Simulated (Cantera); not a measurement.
Diamond growth

A diamond (100) surface in a fixed gas of H2 with x(CH4) = 0.01, x(H) = 0.0002, x(CH3) = 0.0005, 50.3 Torr; coverages are run to steady state.

Cantera simulation using the Harris–Goodwin 1993 mechanism for the reconstructed diamond (100) surface; the numbers are that mechanism's predictions, not measurements.

```json
[
 {"T (K)": "900", "growth (µm/h)": "2.71", "θ c6HH": "0.227", "θ c6H*": "0.00323", "θ c6*H": "0.0905", "θ c6**": "0.000766", "θ c6HM": "0.546"},
 {"T (K)": "975", "growth (µm/h)": "4.21", "θ c6HH": "0.295", "θ c6H*": "0.00703", "θ c6*H": "0.155", "θ c6**": "0.00184", "θ c6HM": "0.405"},
 {"T (K)": "1050", "growth (µm/h)": "3.75", "θ c6HH": "0.432", "θ c6H*": "0.0156", "θ c6*H": "0.279", "θ c6**": "0.00425", "θ c6HM": "0.185"},
 {"T (K)": "1125", "growth (µm/h)": "1.83", "θ c6HH": "0.518", "θ c6H*": "0.0252", "θ c6*H": "0.378", "θ c6**": "0.00677", "θ c6HM": "0.0424"},
 {"T (K)": "1200", "growth (µm/h)": "1.03", "θ c6HH": "0.537", "θ c6H*": "0.0315", "θ c6*H": "0.403", "θ c6**": "0.00797", "θ c6HM": "0.00764"},
 {"T (K)": "1275", "growth (µm/h)": "0.741", "θ c6HH": "0.552", "θ c6H*": "0.0355", "θ c6*H": "0.395", "θ c6**": "0.00834", "θ c6HM": "0.00142"},
 {"T (K)": "1350", "growth (µm/h)": "0.370", "θ c6HH": "0.577", "θ c6H*": "0.0379", "θ c6*H": "0.374", "θ c6**": "0.00823", "θ c6HM": "0.000285"}
]
```
θ: site fractions in the mechanism's names (c6HH fully hydrogenated, c6H* and c6*H radical sites, c6** diradical, c6HM methylated).
